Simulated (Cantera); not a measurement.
An adiabatic, constant-pressure homogeneous reactor starts with CH₄ : CO : O₂ : N₂ = 1 : 0.055 : 2.09 : 7.86 (molar parts), equivalence ratio 0.97, at 1723 K and 760 Torr.

Computed with Cantera and GRI-Mech 3.0 (53 species, 325 reactions).

Predict: time of steepest temperature rise; temperature at 0.400 s; equilibrium temperature; x(CO) at 0.400 s; x(O₂) at 0.400 s; x(H) at 0.400 s; x(O) at 0.400 s; x(HCO) at 0.400 s.

time of steepest temperature rise: 0.183 ms
temperature at 0.400 s: 2804 K
equilibrium temperature: 2804 K
x(CO) at 0.400 s: 0.0452 (gas-phase equilibrium 0.0452)
x(O₂) at 0.400 s: 0.0246 (gas-phase equilibrium 0.0246)
x(H) at 0.400 s: 0.0115 (gas-phase equilibrium 0.0115)
x(O) at 0.400 s: 0.00864 (gas-phase equilibrium 0.00864)
x(HCO) at 0.400 s: 5.01e-8 (gas-phase equilibrium 5.01e-8)
